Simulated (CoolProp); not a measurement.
Saturation properties of hydrogen chloride (Tc = 324.7 K, pc = 8314 kPa, ω = 0.130).

Model: reference Helmholtz-energy equation of state, Thol 2018, in CoolProp.

| T (K) | p (kPa) | liquid density (kg/m³) | vapour density (kg/m³) | enthalpy of vaporisation (kJ/kg) | liquid cp (kJ/(kg K)) |
|---|---|---|---|---|---|
| 196.8 | 161.5 | 1163 | 3.750 | 434.3 | 1.666 |
| 205.1 | 242.8 | 1142 | 5.484 | 424.6 | 1.676 |
| 213.5 | 354.3 | (withheld) | 7.812 | 414.2 | 1.690 |
| 221.8 | (withheld) | 1097 | 10.80 | 403.2 | 1.709 |
| 230.2 | 688.2 | 1073 | 14.66 | 391.3 | 1.734 |
| 238.5 | 923.1 | 1048 | 19.47 | 378.5 | 1.765 |
| 246.9 | 1217 | 1022 | 25.54 | 364.6 | 1.806 |
| 255.2 | (withheld) | 994.0 | 32.98 | 349.5 | 1.858 |
| 263.6 | 2001 | 964.3 | 42.31 | 332.8 | 1.926 |
| 271.9 | 2506 | 932.7 | 53.76 | 314.5 | 2.016 |
| 280.3 | 3107 | 898.0 | 68.27 | 293.6 | 2.143 |
| 288.6 | 3801 | 859.9 | 86.50 | 270.1 | 2.329 |

Fill in the missing entries.


- 213.5, liquid density (kg/m³): 1120
- 221.8, p (kPa): 499.4
- 255.2, p (kPa): 1571

It boils at 188.2 K under 1 atm.
